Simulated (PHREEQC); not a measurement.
Dissolve 0.014 mol Pb(NO3)2, 0.00013 mol KBr and 0.24 mol Na2SO4 per kg of water at 20 °C. Closed to the air; pH follows from the charge balance.

Model: ion-association model, phreeqc.dat, run in PHREEQC.

This is a speciation only: nothing precipitates in the calculation.

Question: Order these S species by the share of S that they hold, largest first: PbSO4, SO4-2, NaSO4-, Pb(SO4)2-2.

Answer: SO4-2 (66 %), NaSO4- (27 %), Pb(SO4)2-2 (3.9 %), PbSO4 (3.1 %)

The pH is 5.77 and the ionic strength 0.583 mol/kgw. Examples of supersaturated solids here: Anglesite. Others may be too. Species that the database lacks are ignored.
